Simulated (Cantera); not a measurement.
Feed: 1 mol SiHCl3, 38 mol N2, at 1950 K and 0.750 Torr.

Method: chemical equilibrium by Gibbs-energy minimisation in Cantera with the NASA 1993 tables (ideal gas, pure condensed phases). The tables' values for SiCl, SiCl3, SiN are old estimates; treat these amounts as uncertain. The numbers say what is thermodynamically allowed, not how fast it happens.

```csv
species,before,after
N2,0.943,0.941
SiCl2,0.0225,0.0217
HCl,0.0183,0.0179
Cl,0.0102,0.0119
Si,0.00150,0.00211
SiN,1.36e-5,1.79e-5
SiCl,0.000678,0.000823
H,0.00177,0.00211
SiCl3,7.35e-5,6.35e-5
H2,0.00238,0.00237
```
Gas species are given as mole fractions.

Task: Name the change that produced these shifts.
A) temperature from 1950 K to 1975 K
B) pressure from 0.750 Torr to 750 Torr
C) SiHCl3 replaced by SiH2Cl2
D) temperature from 1950 K to 1523 K

Result: A, temperature from 1950 K to 1975 K
